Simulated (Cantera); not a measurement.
# Diamond growth

A diamond (100) surface in a fixed gas of H2 with x(CH4) = 0.013, x(H) = 0.00038, x(CH3) = 4e-05, 0.0110 bar; coverages are run to steady state.

Cantera simulation using the Harris–Goodwin 1993 mechanism for the reconstructed diamond (100) surface; the numbers are that mechanism's predictions, not measurements.

```tsv
T (K)	growth (µm/h)	θ c6HH	θ c6H*	θ c6*H	θ c6**	θ c6HM
925	0.109	0.625	0.0113	0.290	0.00448	0.0540
1000	0.0669	0.594	0.0175	0.359	0.00766	0.0158
1075	0.0269	0.552	0.0243	0.408	0.0110	0.00263
1150	0.0176	0.516	0.0309	0.438	0.0138	0.000410
1225	0.0159	0.496	0.0369	0.451	0.0157	6.90e-5
1300	0.00867	0.491	0.0422	0.450	0.0164	1.25e-5
1375	0.00252	0.497	0.0464	0.440	0.0162	2.70e-6
```
θ: site fractions in the mechanism's names (c6HH fully hydrogenated, c6H* and c6*H radical sites, c6** diradical, c6HM methylated).
